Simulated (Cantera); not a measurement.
# Reactions in the system C-H-N-Ta

Cantera with NASA thermochemical tables; ideal gases at 1 bar, condensed phases pure. Values are per mole of reaction as written; species without (g) are pure solids or liquids, kept so even where they would boil at 1 bar. TaC: taken at fixed stoichiometry.

C₂H₆(g) + 2 Ta + 2 N(g) → 2 NH₃(g) + 2 TaC

```json
[
 {"T (K)": "575", "ΔH° (kJ)": "-1241.3", "ΔS° (J/K)": "-147.8", "ΔG° (kJ)": "-1156.3", "log10 K": "105.04"},
 {"T (K)": "675", "ΔH° (kJ)": "-1241.4", "ΔS° (J/K)": "-148.0", "ΔG° (kJ)": "-1141.5", "log10 K": "88.34"},
 {"T (K)": "775", "ΔH° (kJ)": "-1241.7", "ΔS° (J/K)": "-148.4", "ΔG° (kJ)": "-1126.7", "log10 K": "75.94"},
 {"T (K)": "875", "ΔH° (kJ)": "-1242.2", "ΔS° (J/K)": "-148.9", "ΔG° (kJ)": "-1111.8", "log10 K": "66.37"},
 {"T (K)": "975", "ΔH° (kJ)": "-1242.7", "ΔS° (J/K)": "-149.5", "ΔG° (kJ)": "-1096.9", "log10 K": "58.77"},
 {"T (K)": "1075", "ΔH° (kJ)": "-1243.2", "ΔS° (J/K)": "-150.0", "ΔG° (kJ)": "-1082.0", "log10 K": "52.57"},
 {"T (K)": "1175", "ΔH° (kJ)": "-1243.7", "ΔS° (J/K)": "-150.5", "ΔG° (kJ)": "-1066.9", "log10 K": "47.43"},
 {"T (K)": "1275", "ΔH° (kJ)": "-1244.2", "ΔS° (J/K)": "-150.8", "ΔG° (kJ)": "-1051.9", "log10 K": "43.09"},
 {"T (K)": "1375", "ΔH° (kJ)": "-1244.7", "ΔS° (J/K)": "-151.2", "ΔG° (kJ)": "-1036.8", "log10 K": "39.38"}
]
```
